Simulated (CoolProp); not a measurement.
CH3F (R41) at several states: fugacity coefficient from the reference equation and from simpler models built on Tc = 317.3 K, pc = 5.906 MPa, ω = 0.200; each cubic takes its own stable root.

The numbers come from the reference Helmholtz-energy equation of state, Lemmon 2006 in CoolProp. It is a short technical equation, of lower accuracy than the large ones.

```tsv
T (K)	p (MPa)	phase	reference	van der Waals	Redlich-Kwong	Soave-Redlich-Kwong	Peng-Robinson
419.6	0.25	gas	0.9935	0.9938	0.9938	0.9947	0.9936
229.2	0.033	gas	0.9932	0.9965	0.9953	0.9949	0.9947
212.7	0.0322	gas	0.9911	0.9959	0.9944	0.9939	0.9937
266.6	1.31	gas	0.8459	…	0.8778	…	…
192.6	0.391	liquid	…	…	…	…	…
```

### Question
Fill in the missing entries.

### Answer

- 266.6, van der Waals: 0.9007
- 266.6, Soave-Redlich-Kwong: 0.8717
- 266.6, Peng-Robinson: 0.8632
- 192.6, reference: 0.2222
- 192.6, van der Waals: 0.9378
- 192.6, Redlich-Kwong: 0.3410
- 192.6, Soave-Redlich-Kwong: 0.2174
- 192.6, Peng-Robinson: 0.2209

At some of these states van der Waals gives the other phase, because its saturation line lies elsewhere.
